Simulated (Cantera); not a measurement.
Cantera run:

```python
import numpy as np
import cantera as ct

gas_names = [...]  # 151 gases of nasa_gas.yaml made of C, H, N, O, Si
cond_names = """
    C(gr) C6H6(L) C7H8(L) C8H18(L),n-octa H2O(s) H2O(L) Si(cr) Si(L) SiC(b) SiO2(Lqz) SiO2(hqz) SiO2(L)
    Si2N2O(s) Si3N4(a)
""".split()


# ... load() reads the species with a 1 bar reference pressure and builds the phases ...
atoms = {
    'Si2H6': {'Si': 2, 'H': 6},
    'CO2': {'C': 1, 'O': 2},
    'N2': {'N': 2},
}
top_T = {'C(gr)': 4500, 'SiC(b)': 3050, 'Si2N2O(s)': 2100, 'Si3N4(a)': 2400}  # K; cautious upper limits of use, not melting points


# ... equilibrate(T, P, feed) seeds the gas with the atoms and calls Mixture.equilibrate('TP', solver="vcs", rtol=1e-11, max_steps=5000) ...
results = []
T = 1573.15  # K
P = 27  # Pa
for m in [0.22, 0.44, 0.67, 0.89, 1.1, 1.3, 1.6, 1.8, 2]:
    feed = {'Si2H6': 1, 'CO2': m, 'N2': 1.2}  # mol
    mix = equilibrate(T, P, feed)
    results.append((T, P, feed, dict(zip(mix.species_names, mix.species_moles))))
    x = sorted(zip(gas.X, gas.species_names), reverse=True)
    print(f"T = {T:g} K  P = {P:g} Pa  n(CO2) = {m:g} mol  gas = {mix.phase_moles(0):.4g} mol")
    print("   x: " + "  ".join(f"{s} {v:.3e}" for v, s in x if v > 1e-06))
    print("   condensed (mol): " + ("  ".join(f"{mix.phase(i).name} {mix.phase_moles(i):.4g}"
          for i in range(1, mix.n_phases) if mix.phase_moles(i) > 1e-12) or "none"))
```

It prints:

```
T = 1573.15 K  P = 27 Pa  n(CO2) = 0.22 mol  gas = 4.215 mol
   x: H2 7.106e-01  N2 2.337e-01  SiO 5.159e-02  H 2.089e-03  CO 1.801e-03  Si 2.043e-04  SiH 6.809e-06  HCN 6.741e-06  SiH2 2.612e-06  Si2N 2.526e-06  SiN 1.549e-06
   condensed (mol): Si(cr) 1.139  SiC(b) 0.2124  Si2N2O(s) 0.2149
T = 1573.15 K  P = 27 Pa  n(CO2) = 0.44 mol  gas = 3.942 mol
   x: H2 7.599e-01  N2 1.594e-01  SiO 7.561e-02  CO 2.639e-03  H 2.161e-03  Si 2.043e-04  SiH 7.042e-06  HCN 5.758e-06  SiH2 2.794e-06  Si2N 2.087e-06  SiN 1.279e-06
   condensed (mol): Si(cr) 0.1284  SiC(b) 0.4296  Si2N2O(s) 0.5715
T = 1573.15 K  P = 27 Pa  n(CO2) = 0.67 mol  gas = 4.862 mol
   x: H2 6.161e-01  N2 1.765e-01  SiO 1.691e-01  CO 3.621e-02  H 1.945e-03  Si 8.250e-05  HCN 1.351e-05  SiH 2.560e-06
   condensed (mol): SiC(b) 0.4939  Si2N2O(s) 0.3417
T = 1573.15 K  P = 27 Pa  n(CO2) = 0.89 mol  gas = 5.643 mol
   x: H2 5.307e-01  SiO 2.106e-01  N2 1.823e-01  CO 7.454e-02  H 1.806e-03  Si 6.416e-05  HCN 1.639e-05  SiH 1.848e-06
   condensed (mol): SiC(b) 0.4692  Si2N2O(s) 0.171
T = 1573.15 K  P = 27 Pa  n(CO2) = 1.1 mol  gas = 6.328 mol
   x: H2 4.732e-01  SiO 2.357e-01  N2 1.835e-01  CO 1.058e-01  H 1.705e-03  Si 5.696e-05  HCN 1.748e-05  SiH 1.549e-06
   condensed (mol): SiC(b) 0.4302  Si2N2O(s) 0.03907
T = 1573.15 K  P = 27 Pa  n(CO2) = 1.3 mol  gas = 6.806 mol
   x: H2 4.400e-01  SiO 2.424e-01  N2 1.763e-01  CO 1.396e-01  H 1.644e-03  Si 5.030e-05  HCN 1.871e-05  SiH 1.319e-06
   condensed (mol): SiC(b) 0.3498
T = 1573.15 K  P = 27 Pa  n(CO2) = 1.6 mol  gas = 7.406 mol
   x: H2 4.043e-01  SiO 2.430e-01  CO 1.890e-01  N2 1.620e-01  H 1.576e-03  Si 4.328e-05  HCN 1.998e-05  SiH 1.088e-06
   condensed (mol): SiC(b) 0.1998
T = 1573.15 K  P = 27 Pa  n(CO2) = 1.8 mol  gas = 7.806 mol
   x: H2 3.835e-01  SiO 2.434e-01  CO 2.178e-01  N2 1.537e-01  H 1.535e-03  Si 4.035e-05  HCN 2.034e-05
   condensed (mol): SiC(b) 0.09976
T = 1573.15 K  P = 27 Pa  n(CO2) = 2 mol  gas = 8.206 mol
   x: H2 3.648e-01  CO 2.437e-01  SiO 2.437e-01  N2 1.462e-01  H 1.497e-03  H2O 4.889e-06  Si 3.802e-06  HCN 2.037e-06  CO2 1.129e-06
   condensed (mol): none
```

Equilibrium computed with Cantera from the NASA thermochemical tables; the gas is ideal and each condensed phase is pure. The feed counts by its element totals alone. Mutual solubility and eutectic melting of coexisting phases are not modelled.
